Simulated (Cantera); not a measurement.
A perfectly stirred reactor is fed with CO : H2 : O2 : N2 = 1 : 0.35 : 0.993 : 3.73 (molar parts), equivalence ratio 0.68, at 8250 Torr; it is adiabatic with a 400 K inlet, and is followed from long to short residence time, starting on the burning branch (τ in s: 0.089, 0.049, 0.027, 0.015, 0.0081, 0.0044, 0.0024, 0.0013, 0.00074, 0.0004, 0.00022, 0.00012, 6.7e-05).

Cantera simulation using GRI-Mech 3.0 (53 species, 325 reactions); the numbers are that mechanism's predictions, not measurements. The hydrogen kinetics of GRI-Mech 3.0 are dated; newer H2 mechanisms differ, most at raised pressure.

**Question.** What does this change do: inlet temperature 400 to 475 K?

**Answer.** 
```json
[
 {"quantity": "blow-out, bracketed by the residence times tried", "before": "burning at 67.0 µs, the shortest tried", "after": "burning at 67.0 µs, the shortest tried"},
 {"quantity": "x(CO) at τ = 89.0 ms", "before": "0.00116", "after": "0.00161"},
 {"quantity": "x(H2) at τ = 89.0 ms", "before": "7.68e-5", "after": "0.000104"},
 {"quantity": "x(O2) at τ = 89.0 ms", "before": "0.0578", "after": "0.0573"},
 {"quantity": "x(H2O) at τ = 89.0 ms", "before": "0.0640", "after": "0.0638"},
 {"quantity": "x(O) at τ = 89.0 ms", "before": "0.000160", "after": "0.000218"},
 {"quantity": "x(CO) at τ = 2.40 ms", "before": "0.00384", "after": "0.00415"},
 {"quantity": "x(H2) at τ = 2.40 ms", "before": "0.000212", "after": "0.000231"},
 {"quantity": "x(O2) at τ = 2.40 ms", "before": "0.0600", "after": "0.0599"},
 {"quantity": "x(H2O) at τ = 2.40 ms", "before": "0.0634", "after": "0.0632"},
 {"quantity": "x(O) at τ = 2.40 ms", "before": "0.000380", "after": "0.000436"}
]
```

**Question.** What does this change do: CO 1 to 1.4 parts?

**Answer.** 
```json
[
 {"quantity": "blow-out, bracketed by the residence times tried", "before": "burning at 67.0 µs, the shortest tried", "after": "burning at 67.0 µs, the shortest tried"},
 {"quantity": "x(CO) at τ = 89.0 ms", "before": "0.00116", "after": "0.0119"},
 {"quantity": "x(H2) at τ = 89.0 ms", "before": "7.68e-5", "after": "0.000506"},
 {"quantity": "x(O2) at τ = 89.0 ms", "before": "0.0578", "after": "0.0234"},
 {"quantity": "x(H2O) at τ = 89.0 ms", "before": "0.0640", "after": "0.0601"},
 {"quantity": "x(O) at τ = 89.0 ms", "before": "0.000160", "after": "0.000474"},
 {"quantity": "x(CO) at τ = 2.40 ms", "before": "0.00384", "after": "0.0163"},
 {"quantity": "x(H2) at τ = 2.40 ms", "before": "0.000212", "after": "0.000683"},
 {"quantity": "x(O2) at τ = 2.40 ms", "before": "0.0600", "after": "0.0273"},
 {"quantity": "x(H2O) at τ = 2.40 ms", "before": "0.0634", "after": "0.0594"},
 {"quantity": "x(O) at τ = 2.40 ms", "before": "0.000380", "after": "0.000704"}
]
```
